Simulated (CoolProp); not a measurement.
Vapour-liquid equilibrium of R141b (1) + n-pentane (2) at 418 K; x and y are mole fractions of (1).

Computed with CoolProp (multi-fluid Helmholtz-energy mixture model, Lemmon 2006 and Thol 2019; pair parameters Bell 2016).

```json
[
 {"x": "0.05", "bubble pressure, mixture model (MPa)": "1.489", "bubble pressure, Raoult's law (MPa)": "1.463", "y, mixture model": "0.064", "y, Raoult's law": "0.056"},
 {"x": "0.2", "bubble pressure, mixture model (MPa)": "1.572", "bubble pressure, Raoult's law (MPa)": "1.492", "y, mixture model": "0.232", "y, Raoult's law": "0.221"},
 {"x": "0.35", "bubble pressure, mixture model (MPa)": "1.627", "bubble pressure, Raoult's law (MPa)": "1.521", "y, mixture model": "0.379", "y, Raoult's law": "0.379"},
 {"x": "0.5", "bubble pressure, mixture model (MPa)": "1.660", "bubble pressure, Raoult's law (MPa)": "1.550", "y, mixture model": "0.517", "y, Raoult's law": "0.531"},
 {"x": "0.65", "bubble pressure, mixture model (MPa)": "1.675", "bubble pressure, Raoult's law (MPa)": "1.579", "y, mixture model": "0.654", "y, Raoult's law": "0.678"},
 {"x": "0.8", "bubble pressure, mixture model (MPa)": "1.673", "bubble pressure, Raoult's law (MPa)": "1.608", "y, mixture model": "0.796", "y, Raoult's law": "0.819"},
 {"x": "0.95", "bubble pressure, mixture model (MPa)": "1.656", "bubble pressure, Raoult's law (MPa)": "1.637", "y, mixture model": "0.947", "y, Raoult's law": "0.956"}
]
```

The largest gap from Raoult's law is +7.1 % in bubble pressure, at x = 0.5. y crosses x between x = 0.65 and 0.8: the model has an azeotrope there.

Pair parameters are fitted to limited data, so mixtures are less certain than the pure fluids.
